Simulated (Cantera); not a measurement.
A closed system holds: 1 mol BN, 0.57 mol H₂, equilibrated at 2625 °C and 10000 Pa.

These are equilibrium values from Cantera (NASA tables, ideal gas, pure condensed phases), not measurements of a reactor. The tables' values for BH₂ are old estimates; treat these amounts as uncertain. Kinetics and transport are ignored.

```
species       before     after
----------  --------  --------
H₂             0.352     0.694
N₂             0.406     0.256
H              0.214    0.0471
B             0.0230  0.000413
BH₂          0.00339   0.00222
B₂           1.65e-5   5.81e-8
N            1.42e-5   2.29e-7
BN          0.000997   2.89e-5
BH           0.00101   6.85e-5
BH₃          6.87e-6   1.48e-5
B(l), mol      0.965     0.404
BN(s), mol         0     0.594
```
Gas species are given as mole fractions.

### Question
Which change was made?
A) temperature from 2625 °C to 2452 °C
B) temperature from 2625 °C to 1802 °C
C) temperature from 2625 °C to 2475 °C
D) temperature from 2625 °C to 2152 °C

### Answer
D, temperature from 2625 °C to 2152 °C. Mutual solubility and eutectic melting of coexisting phases are not modelled. Gases not in the tables: B₂H₆ and higher boranes
